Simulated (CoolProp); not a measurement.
Vapour pressure (MPa) of dimethyl carbonate: the reference equation beside estimates from Tc = 557.0 K, pc = 4.909 MPa, ω = 0.346.

The numbers come from the reference Helmholtz-energy equation of state, Zhou 2011 in CoolProp.

```csv
T (K),reference,van der Waals,Redlich-Kwong,Soave-Redlich-Kwong,Peng-Robinson
387.2,0.2056,0.9496,0.4047,0.2052,0.2051
392.7,0.2384,1.020,0.4558,0.2387,0.2381
398.3,0.2759,1.096,0.5125,0.2771,0.2759
403.8,0.3170,1.174,0.5729,0.3192,0.3175
409.3,0.3627,1.255,0.6383,0.3663,0.3637
414.9,0.4143,1.341,0.7101,0.4194,0.4160
420.4,0.4702,1.430,0.7859,0.4773,0.4728
425.9,0.5317,1.522,0.8673,0.5410,0.5354
431.5,0.6004,1.619,0.9561,0.6124,0.6056
```

Absolute difference from the reference over all 9 rows, mean and median: van der Waals 254.1 and 246.0 %, Redlich-Kwong 76.8 and 76.0 %, Soave-Redlich-Kwong 1.0 and 1.0 %, Peng-Robinson 0.4 and 0.3 %.
